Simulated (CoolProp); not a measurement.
Properties of R1234yf along the isobar 18 MPa.

Computed with CoolProp (reference Helmholtz-energy equation of state, Lemmon 2022).

| T (°C) | phase | isothermal compressibility (1/MPa) | expansivity (1/kK) | viscosity (µPa s) | Prandtl number | fugacity coefficient |
|---|---|---|---|---|---|---|
| -31.35 | liquid | 0.001649 | 1.751 | 382 | 4.99 | 0.01089 |
| -21.15 | liquid | 0.001839 | 1.801 | 338 | 4.63 | 0.01628 |
| -10.85 | liquid | 0.002059 | 1.856 | 300 | 4.32 | 0.02348 |
| -0.55 | liquid | 0.002311 | 1.918 | 268 | 4.06 | 0.03266 |
| 9.75 | liquid | 0.002602 | 1.987 | 241 | 3.83 | 0.04404 |
| 20.05 | liquid | 0.002937 | 2.063 | 218 | 3.63 | 0.05774 |
| 30.35 | liquid | 0.003326 | 2.145 | 197 | 3.45 | 0.07387 |
| 40.65 | liquid | 0.003778 | 2.236 | 179 | 3.28 | 0.09244 |
| 50.95 | liquid | 0.004304 | 2.336 | 163 | 3.14 | 0.1134 |

Viscosity comes from a separate model (Bell 2016), an estimate that may be off by 10 % or more. Thermal conductivity comes from a separate model (Perkins 2011).
